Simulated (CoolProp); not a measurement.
Computed with CoolProp (reference Helmholtz-energy equation of state, Gao 2020).

Problem. For ammonia, give the phase and the density (kg/m³), cp (kJ/(kg K)), Joule-Thomson coefficient (K/MPa), viscosity (µPa s) at 167.15 °C and 12.5 MPa; 229.65 °C and 12.5 MPa.

Solution. 
- 167.15 °C and 12.5 MPa: supercritical; density 93.4, cp 6.05, Joule-Thomson coefficient 6.19, viscosity 18.1
- 229.65 °C and 12.5 MPa: supercritical; density 63.4, cp 3.68, Joule-Thomson coefficient 4.71, viscosity 19.4

Viscosity comes from a separate model (Fenghour 1995).
